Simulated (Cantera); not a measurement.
Input: 1 mol CH3SiH3, 0.057 mol HCl, 110 mol H2, held at 2473 K and 13300 Pa.

These are equilibrium values from Cantera (NASA tables, ideal gas, pure condensed phases), not measurements of a reactor. Candidate condensed phases: C, C6H6, C7H8, C8H18, Si, SiC; 109 gas species. The feed counts by its element totals alone. Gases not in the tables: Si2H6 and higher silanes. Kinetics and transport are ignored.

Base state: H2 0.929, H 0.0589, Si 0.00615, C2H2 (acetylene) 0.00342, SiH 0.000596, SiC2 0.000562, Si2C 0.000477, HCl 0.000460 (mole fractions); condensed: gas only.

**Question.** What changes in the equilibrium state with this change: HCl from 0.057 to 3.3 mol?

**Answer.** 
| species | before | after |
|---|---|---|
| H2 | 0.929 | 0.904 |
| H | 0.0589 | 0.0581 |
| HCl | 0.000460 | 0.0255 |
| Cl | 2.06e-5 | 0.00116 |
| Si | 0.00615 | 0.00569 |
| SiCl2 | 7.26e-8 | 0.000212 |
| SiCl | 5.01e-6 | 0.000261 |
| Si2 | 3.34e-5 | 2.86e-5 |
| Si2C | 0.000477 | 0.000411 |
| SiH2 | 0.000182 | 0.000164 |
The tables' values for SiCl are old estimates; treat these amounts as uncertain.
